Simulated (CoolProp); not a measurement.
A Linde-Hampson liquefier for methane: isothermal reversible compression at 250 K from 1 atm to 5 MPa, throttling to 1 atm, return gas leaving the recuperator 2 K below the feed. Each further row changes one setting.

Values from CoolProp's reference Helmholtz-energy equation of state, Setzmann 1991.

| case | liquid yield per pass | compression work (kJ/kg of gas) |
|---|---|---|
| as stated | 0.085 | 485 |
| high pressure 10 MPa | 0.195 | 553 |
| warm-end temperature 280 K | 0.060 | 551 |
| warm-end gap 7 K | 0.073 | 485 |
